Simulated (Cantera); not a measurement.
Feed: 1 mol toluene, 0.43 mol NH3, 1.7 mol N2, held at 1.10 mbar.

Method: chemical equilibrium by Gibbs-energy minimisation in Cantera with the NASA 1993 tables (ideal gas, pure condensed phases). Candidate condensed phases: C, C6H6, C7H8, C8H18; 92 gas species. Kinetics and transport are ignored. All values below are at 1698 K.

Base state: H2 0.704, N2 0.291, H 0.00366, HCN 0.00164, C2H2 (acetylene) 5.07e-5, HNC 4.88e-5 (mole fractions); condensed: C(graphite).

### Question
What changes in the equilibrium state with this change: toluene replaced by C2H5OH?

### Answer
| species | before | after |
|---|---|---|
| H2 | 0.704 | 0.552 |
| N2 | 0.291 | 0.291 |
| CO | 0 | 0.152 |
| H | 0.00366 | 0.00324 |
| C2H2 (acetylene) | 5.07e-5 | 3.98e-5 |
| HCN | 0.00164 | 0.00145 |
| HNC | 4.88e-5 | 4.32e-5 |
| C(graphite), mol | 6.99 | 0.990 |
Further candidate phases: H2O.
